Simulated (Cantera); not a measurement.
Input: 1 mol FeS, 81 mol H2, 32 mol N2, held at 1798 K and 84.0 Pa.

Equilibrium computed with Cantera from the NASA thermochemical tables; the gas is ideal and each condensed phase is pure. Candidate condensed phases: Fe, FeS, FeS2, S; 16 gas species. The numbers say what is thermodynamically allowed, not how fast it happens.

Base state: H2 0.697, N2 0.278, H 0.0101, Fe 0.00869, S2 0.00233, SH 0.00175, S 0.00122, H2S 0.00106 (mole fractions); condensed: gas only.

Task: What changes in the equilibrium state with this change: H2 from 81 to 5.8 mol?

Result: 
| species | before | after |
|---|---|---|
| N2 | 0.278 | 0.812 |
| H2 | 0.697 | 0.143 |
| Fe | 0.00869 | 0.0254 |
| S2 | 0.00233 | 0.0103 |
| H | 0.0101 | 0.00460 |
| H2S | 0.00106 | 0.000460 |
| S | 0.00122 | 0.00256 |
| SH | 0.00175 | 0.00167 |
